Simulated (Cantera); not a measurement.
Input (Python, Cantera) and output of one run.

```python
import numpy as np
import cantera as ct

gas_names = """
    B BF BF2 BF3 BH BHF2 BH2 BH3 BO BOF BOF2 BO2 B2 B2O B2O2 B2O3 B3O3F3 B3O3H3 F FO FO2 F2 F2O H HBO
    HBO2 HF HOF HO2 H2 H2F2 H2O H2O2 H3B3O6 H3F3 H4F4 H5F5 H6F6 H7F7 O OH O2 O3
""".split()
cond_names = """
    B(b) B(L) B2O3(L) B3O3H3(cr) H2O(s) H2O(L)
""".split()


# ... load() reads the species with a 1 bar reference pressure and builds the phases ...
atoms = {
    'B2O3': {'B': 2, 'O': 3},
    'HF': {'H': 1, 'F': 1},
    'O2': {'O': 2},
}
top_T = {}  # K; cautious upper limits of use, not melting points


# ... equilibrate(T, P, feed) seeds the gas with the atoms and calls Mixture.equilibrate('TP', solver="vcs", rtol=1e-11, max_steps=5000) ...
results = []
feed = {'B2O3': 1, 'HF': 33, 'O2': 19}  # mol
T = 848.15  # K
P = 29000  # Pa
mix = equilibrate(T, P, feed)
results.append((T, P, feed, dict(zip(mix.species_names, mix.species_moles))))
print(gas.report(threshold=1e-05))
for i in range(1, mix.n_phases):
    print(f"{mix.phase(i).name:16s} {mix.phase_moles(i):12.5e} mol")
```

It prints:

```
       temperature   848.15 K
          pressure   29000 Pa
           density   0.10787 kg/m^3
  mean mol. weight   26.231 kg/kmol
   phase of matter   gas

                          1 kg             1 kmol
                     ---------------   ---------------
          enthalpy       -7.0699e+06       -1.8545e+08  J
   internal energy       -7.3388e+06       -1.9251e+08  J
           entropy            9197.3        2.4126e+05  J/K
    Gibbs function       -1.4871e+07       -3.9008e+08  J
 heat capacity c_p            1280.7             33593  J/K
 heat capacity c_v            963.69             25279  J/K

                      mass frac. Y      mole frac. X     chem. pot. / RT
                     ---------------   ---------------   ---------------
               BF3           0.10137          0.039216           -198.95
                HF           0.40377            0.5294           -62.817
               H2O          0.040399          0.058824           -62.737
                O2           0.45445           0.37255           -28.362
     [  +39 minor]        9.1898e-06        6.0247e-06

B(b)              0.00000e+00 mol
B2O3(L)           0.00000e+00 mol
B3O3H3(cr)        0.00000e+00 mol
```

These are equilibrium values from Cantera (NASA tables, ideal gas, pure condensed phases), not measurements of a reactor.
